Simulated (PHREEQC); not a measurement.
Consider water at 25 °C with 0.0014 mol/kgw HF, 0.00032 mol/kgw KF, 0.0001 mol/kgw H2SiF6 and 0.0015 mol/kgw HCl. Closed to the air; pH follows from the charge balance.

Computed with PHREEQC (ion-association model, wateq4f.dat).

**Question.** The ionic strength comes out as 0.00221 mol/kgw. What activity coefficients do HF2-, SiF6-2, Cl-, H+, K+ get?

**Answer.** HF2- 0.95, SiF6-2 0.81, Cl- 0.95, H+ 0.95, K+ 0.95.

This is a speciation only: nothing precipitates in the calculation. Complexes and solids missing from the database can't appear. SiF6-2 is the database's only silicon fluoride.
